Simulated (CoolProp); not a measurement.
A simple Rankine cycle with cyclopropane: condensing at 291.15 K, boiler at 4.39 MPa, turbine inlet 388.8 K, turbine efficiency 0.8, pump efficiency 0.6, no recuperator. Each further row changes one setting.

Computed with CoolProp (reference Helmholtz-energy equation of state, Polt 1992). This equation is an older, rougher fit; its heat capacities, sound speeds and derivatives of the liquid may be far off and weren't checked against measurements.

| case | thermal efficiency (%) | net work (kJ/kg) | heat in (kJ/kg) | turbine exit temperature (K) | volume ratio over the turbine |
|---|---|---|---|---|---|
| as stated | 14.2 | 65.9 | 463 | 291.1 | 8.11 |
| turbine inlet 408.8 K | 15.1 | 79.7 | 528 | 313.5 | 7.49 |
| condensing temperature 283.15 K | 15.5 | 74.4 | 481 | 283.2 | 10.1 |
| boiler pressure 3.07 MPa | 13.2 | 68.0 | 516 | 313.7 | 5.03 |
| turbine efficiency 0.7 | 12.2 | 56.4 | 463 | 291.1 | 8.30 |

The expansion ends wet for: as stated; condensing temperature 283.15 K; turbine efficiency 0.7.
